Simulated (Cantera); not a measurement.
A Cantera script and what it prints.

```python
import numpy as np
import cantera as ct

gas_names = """
    CL CL2 H HCL H2 N NH NH2 NH3 N2 N2H2 N2H4 Si SiCL SiCL2 SiCL3 SiCL4 SiH SiHCL3 SiH2 SiH2CL2 SiH3
    SiH3CL SiH4 SiN Si2 Si2N Si3
""".split()
cond_names = """
    NH4CL(a) NH4CL(b) Si(cr) Si(L) Si3N4(a)
""".split()


# ... load() reads the species with a 1 bar reference pressure and builds the phases ...
atoms = {
    'SiCl4': {'Si': 1, 'CL': 4},
    'N2': {'N': 2},
    'H2': {'H': 2},
    'NH3': {'N': 1, 'H': 3},
}
top_T = {'Si3N4(a)': 2400}  # K; cautious upper limits of use, not melting points


# ... equilibrate(T, P, feed) seeds the gas with the atoms and calls Mixture.equilibrate('TP', solver="vcs", rtol=1e-11, max_steps=5000) ...
results = []
feed = {'SiCl4': 1, 'N2': 73, 'H2': 1.5, 'NH3': 1.7}  # mol
T = 1948.15  # K
P = 3000  # Pa
mix = equilibrate(T, P, feed)
results.append((T, P, feed, dict(zip(mix.species_names, mix.species_moles))))
print(gas.report(threshold=0.001))
for i in range(1, mix.n_phases):
    print(f"{mix.phase(i).name:16s} {mix.phase_moles(i):12.5e} mol")
```

It prints:

```
       temperature   1948.2 K
          pressure   3000 Pa
           density   0.0052019 kg/m^3
  mean mol. weight   28.086 kg/kmol
   phase of matter   gas

                          1 kg             1 kmol
                     ---------------   ---------------
          enthalpy        1.8041e+06        5.0669e+07  J
   internal energy        1.2273e+06        3.4472e+07  J
           entropy             10048        2.8221e+05  J/K
    Gibbs function       -1.7771e+07       -4.9912e+08  J
 heat capacity c_p            1284.1             36066  J/K
 heat capacity c_v            988.09             27752  J/K

                      mass frac. Y      mole frac. X     chem. pot. / RT
                     ---------------   ---------------   ---------------
                 H        4.5391e-05         0.0012648           -13.094
               HCL          0.032418          0.024974            -39.12
                H2         0.0026919          0.037502           -26.187
                N2           0.92075           0.92313           -30.439
             SiCL2          0.042257           0.01199           -59.051
     [  +23 minor]         0.0018378         0.0011366

Si(L)             0.00000e+00 mol
Si3N4(a)          0.00000e+00 mol
```

These are equilibrium values from Cantera (NASA tables, ideal gas, pure condensed phases), not measurements of a reactor. The tables' values for SiCl, SiCl3, SiN are old estimates; treat these amounts as uncertain.
